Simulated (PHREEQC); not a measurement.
0.1 g of hydrous ferric oxide (600 m²/g; 0.2 weak and 0.005 strong sites per Fe, Dzombak-Morel constants, diffuse double layer) in 1 kg of water with 0.001 mol/kgw of an inert sodium salt and 0.6 mmol/kgw NaH2PO4, at 25 °C; the pH is set by adding NaOH or the inert anion's acid. Oxygen is held at 0.21 atm. The system is closed to CO2. No solid was allowed to form.

The numbers come from PHREEQC with the ion-association model, wateq4f.dat.

```tsv
pH	P sorbed (%)	surface charge σ (C/m²)	surface potential ψ (mV)
4	36.5	0.003	33
4.38	35.9	0.002	20
4.75	35.2	0.001	8
5.12	34.1	0.000	-4
5.5	32.7	-0.001	-16
5.88	30.9	-0.003	-28
6.25	28.8	-0.004	-38
6.62	26.5	-0.005	-48
7	24.0	-0.007	-57
7.38	21.4	-0.008	-63
7.75	18.8	-0.010	-67
8.12	15.8	-0.011	-71
8.5	12.2	-0.012	-75
8.88	8.4	-0.014	-81
9.25	5.0	-0.016	-87
9.62	2.5	-0.020	-96
10	0.9	-0.026	-108
```

Species that the database lacks are ignored. H3PO4, which wateq4f.dat lacks, is added to it with the constant of phreeqc.dat.
